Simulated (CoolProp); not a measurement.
A single-stage vapour-compression cycle with the fluid: evaporating at 283.15 K (dew point), condensing at 348.15 K (bubble point), superheat 2 K, subcooling 5 K, compressor efficiency 0.65, no pressure losses. The same conditions are run with several fluids, on thermodynamics alone (safety and materials aside).

Values from CoolProp's reference Helmholtz-energy equation of state of each fluid (propyne: Polt 1992; chloromethane (R40): Thol 2014; isobutene: Lemmon 2005; the fluoroketone C6F12O (FK-5-1-12): McLinden 2015; cyclopropane: Polt 1992; propylene: Lemmon 2013). The equations of Platzer and Polt are older, rougher fits.

```tsv
fluid	cooling COP	pressure ratio	discharge temperature (K)	refrigerating effect (kJ/kg)	volumetric capacity (kJ/m³)
propyne	2.19	5.47	393.4	337	2280
chloromethane (R40)	2.23	5.45	441.2	293	2460
isobutene	2.08	5.84	363.7	229	1090
the fluoroketone C6F12O (FK-5-1-12)	1.41	11.2	348.1	33.7	94.3
cyclopropane	2.13	4.86	388.9	283	2620
propylene	1.74	4.35	377.9	192	3110
```

The compression ends wet for: the fluoroketone C6F12O (FK-5-1-12).
